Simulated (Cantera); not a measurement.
An isothermal, constant-pressure homogeneous reactor starts with 60.8 % N2O, 2.07 % H2, 37.1 % N2, at 1300 K and 1.01 bar.

Detailed kinetics in Cantera: GRI-Mech 3.0 (53 species, 325 reactions). GRI-Mech 3.0 was tuned for natural gas; its chemistry of N2O as a main component is partial and can be far from experiment. The mechanism lacks the step 2 NO + O2 → 2 NO2, which can matter for NO2 below about 1400 K. The temperature is held fixed by assumption; the heat of reaction is taken as removed at once.

### Question
Predict: x(N2O) at 80.0 s; x(H2) at 80.0 s; x(N2) at 80.0 s; x(O) at 80.0 s; x(O2) at 80.0 s; x(H2O) at 80.0 s.

### Answer
```json
{
 "x(N2O) at 80.0 s": "5.18e-7 (gas-phase equilibrium 2.65e-8)",
 "x(H2) at 80.0 s": "3.07e-9 (gas-phase equilibrium 2.91e-9)",
 "x(N2) at 80.0 s": "0.735 (gas-phase equilibrium 0.757)",
 "x(O) at 80.0 s": "8.01e-8 (gas-phase equilibrium 8.43e-8)",
 "x(O2) at 80.0 s": "0.205 (gas-phase equilibrium 0.227)",
 "x(H2O) at 80.0 s": "0.0160 (gas-phase equilibrium 0.0160)"
}
```
